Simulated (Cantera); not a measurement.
Mixture: CO : H2 : O2 : N2 : CO2 = 1 : 0.045 : 0.475 : 1.79 : 0.07 (molar parts), at 0.987 atm, adiabatic and at constant volume. Ignition delay is the time to a rise of 400 K.

Computed with Cantera and GRI-Mech 3.0 (53 species, 325 reactions). Where the delays flatten at high temperature, the 400 K rule measures the pace of heat release, not the induction time.

**Question.** What does this change do: constant pressure in place of constant volume?

**Answer.** 
```json
[
 {"quantity": "delay at 1100 K", "before": "0.279 ms", "after": "0.309 ms"},
 {"quantity": "delay at 1200 K", "before": "0.156 ms", "after": "0.181 ms"},
 {"quantity": "delay at 1300 K", "before": "0.111 ms", "after": "0.134 ms"},
 {"quantity": "delay at 1400 K", "before": "89.3 µs", "after": "0.113 ms"},
 {"quantity": "delay at 1500 K", "before": "78.5 µs", "after": "0.103 ms"}
]
```

**Question.** What does this change do: pressure from 0.987 atm to 9.87 atm?

**Answer.** 
```csv
quantity,before,after
delay at 1100 K,0.279 ms,0.380 ms
delay at 1200 K,0.156 ms,58.9 µs
delay at 1300 K,0.111 ms,17.5 µs
delay at 1400 K,89.3 µs,9.14 µs
delay at 1500 K,78.5 µs,6.19 µs
```
The hydrogen kinetics of GRI-Mech 3.0 are dated; newer H2 mechanisms differ, most at raised pressure.
